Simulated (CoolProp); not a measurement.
Aqueous ethylene glycol as a coolant, at 32 °C, 1 atm.

Values from CoolProp's Melinder's fits for secondary coolants.

```json
[
 {"mass %": "4.9", "freezing point (°C)": "-1.5", "cp (kJ/(kg K))": "4.117", "Prandtl number": "5.86", "density (kg/m³)": "1001", "conductivity (W/(m K))": "0.594"},
 {"mass %": "10.4", "freezing point (°C)": "-3.5", "cp (kJ/(kg K))": "4.050", "Prandtl number": "6.86", "density (kg/m³)": "1008", "conductivity (W/(m K))": "0.567"},
 {"mass %": "15.8", "freezing point (°C)": "-5.8", "cp (kJ/(kg K))": "3.979", "Prandtl number": "8.06", "density (kg/m³)": "1014", "conductivity (W/(m K))": "0.541"},
 {"mass %": "21.2", "freezing point (°C)": "-8.6", "cp (kJ/(kg K))": "3.900", "Prandtl number": "9.48", "density (kg/m³)": "1021", "conductivity (W/(m K))": "0.515"},
 {"mass %": "26.7", "freezing point (°C)": "-12.1", "cp (kJ/(kg K))": "3.810", "Prandtl number": "11.2", "density (kg/m³)": "1028", "conductivity (W/(m K))": "0.490"},
 {"mass %": "32.1", "freezing point (°C)": "-16.3", "cp (kJ/(kg K))": "3.715", "Prandtl number": "13.0", "density (kg/m³)": "1036", "conductivity (W/(m K))": "0.467"},
 {"mass %": "37.5", "freezing point (°C)": "-21.2", "cp (kJ/(kg K))": "3.615", "Prandtl number": "15.2", "density (kg/m³)": "1043", "conductivity (W/(m K))": "0.444"},
 {"mass %": "43", "freezing point (°C)": "-27.1", "cp (kJ/(kg K))": "3.509", "Prandtl number": "17.9", "density (kg/m³)": "1050", "conductivity (W/(m K))": "0.423"},
 {"mass %": "48.4", "freezing point (°C)": "-33.8", "cp (kJ/(kg K))": "3.405", "Prandtl number": "21.0", "density (kg/m³)": "1056", "conductivity (W/(m K))": "0.402"},
 {"mass %": "53.8", "freezing point (°C)": "-41.4", "cp (kJ/(kg K))": "3.299", "Prandtl number": "24.6", "density (kg/m³)": "1063", "conductivity (W/(m K))": "0.383"},
 {"mass %": "59.3", "freezing point (°C)": "-50.0", "cp (kJ/(kg K))": "3.186", "Prandtl number": "28.8", "density (kg/m³)": "1069", "conductivity (W/(m K))": "0.365"}
]
```
